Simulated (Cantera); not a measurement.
A freely propagating, adiabatic, planar premixed flame of C3H8 : O2 : N2 = 1 : 6.25 : 23.5 (molar parts), equivalence ratio 0.80, unburnt at 425 K and 1000000 Pa; unity-Lewis-number transport, grid criteria slope 0.08 and curve 0.16, no radiation.

Model: GRI-Mech 3.0 (53 species, 325 reactions), integrated in Cantera. GRI-Mech 3.0 was tuned for natural gas; its chemistry of propane as a main component is partial and can be far from experiment. Unity Lewis numbers drop preferential diffusion, which matters most where H2 and H carry the flame. Burning velocities carry a grid error of a few per cent, more on coarse grids.

x: mole fraction of selected species; z is measured from the peak of heat release.

```tsv
z (mm)	T (K)	u (m/s)	x C3H8	x O2	x C2H	x HCN	x C2H2	x NO2
-0.197	426	0.283	0.0325	0.203	<1e-8	<1e-8	2.98e-7	<1e-8
-0.131	434	0.288	0.0323	0.202	<1e-8	<1e-8	2.20e-6	___
-0.0984	455	0.302	0.0317	0.200	<1e-8	1.16e-8	7.45e-6	___
-0.0656	561	0.374	0.0289	0.190	<1e-8	5.37e-8	3.44e-5	___
-0.0328	982	0.667	0.0171	0.147	<1e-8	2.30e-7	0.000147	___
-0.0164	1361	0.939	0.00672	0.108	<1e-8	3.98e-7	0.000256	___
0	1757	1.23	0.000242	0.0671	3.52e-7	5.84e-7	0.000290	___
0.0164	1937	1.35	1.85e-7	0.0507	1.21e-7	3.60e-7	2.65e-5	___
0.0328	2011	1.39	<1e-8	0.0459	<1e-8	1.30e-7	9.64e-7	___
0.0656	2079	1.43	<1e-8	0.0422	<1e-8	2.12e-8	<1e-8	7.81e-8
0.131	2122	1.46	<1e-8	0.0401	<1e-8	<1e-8	<1e-8	7.53e-8
0.262	2140	1.47	<1e-8	0.0394	<1e-8	<1e-8	<1e-8	6.04e-8
0.525	2144	1.47	<1e-8	0.0392	<1e-8	<1e-8	<1e-8	6.19e-8
```

Problem. What belongs in the gaps?

Solution. 
- -0.131, x NO2: 4.67e-8
- -0.0984, x NO2: 1.54e-7
- -0.0656, x NO2: 6.41e-7
- -0.0328, x NO2: 1.47e-6
- -0.0164, x NO2: 8.62e-7
- 0, x NO2: 9.33e-8
- 0.0164, x NO2: 5.42e-8
- 0.0328, x NO2: 6.63e-8
